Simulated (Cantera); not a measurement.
An adiabatic, constant-volume homogeneous reactor starts with C₃H₈ : O₂ : N₂ : CO₂ = 1 : 2.63 : 9.89 : 1.1 (molar parts), equivalence ratio 1.9, at 1625 K and 488 Torr. Integrator tolerance rtol = 1e-08.

Computed with Cantera and GRI-Mech 3.0 (53 species, 325 reactions). GRI-Mech 3.0 was tuned for natural gas; its chemistry of propane as a main component is partial and can be far from experiment.

Task: What does this change do: initial temperature 1625 to 973 K?

Result: 
```csv
quantity,before,after
time of steepest temperature rise,46.5 µs,not reached
temperature at 0.300 s,2803 K,972 K
equilibrium temperature,2803 K,2407 K
x(C₃H₈) at 0.300 s,<1e-12 (gas-phase equilibrium <1e-12),0.0676 (gas-phase equilibrium <1e-12)
x(O₂) at 0.300 s,0.000935 (gas-phase equilibrium 0.000935),0.180 (gas-phase equilibrium 1.88e-5)
x(CO₂) at 0.300 s,0.0425 (gas-phase equilibrium 0.0425),0.0752 (gas-phase equilibrium 0.0490)
x(HO₂) at 0.300 s,6.10e-7 (gas-phase equilibrium 6.10e-7),3.32e-7 (gas-phase equilibrium 1.42e-8)
x(H) at 0.300 s,0.0196 (gas-phase equilibrium 0.0196),1.51e-10 (gas-phase equilibrium 0.00340)
```
Below about 1000 K GRI-Mech 3.0 lacks low-temperature oxidation paths.
